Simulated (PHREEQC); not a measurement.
A solution holds 0.0048 mol HF, 0.053 mol NH4F and 0.00015 mol H4SiO4 per kg of water, at 35 °C. Closed to the air; pH follows from the charge balance.

Equilibrium calculation in PHREEQC: ion-association model, phreeqc.dat.

Precipitation was switched off in this run.

Order these F species by the share of F that they hold, largest first: F-, HF, SiF6-2, HF2-.

F- (90 %), HF (5.9 %), HF2- (2.5 %), SiF6-2 (1.6 %)

The pH is 4.34 and the ionic strength 0.0532 mol/kgw. SiF6-2 is the database's only silicon fluoride.
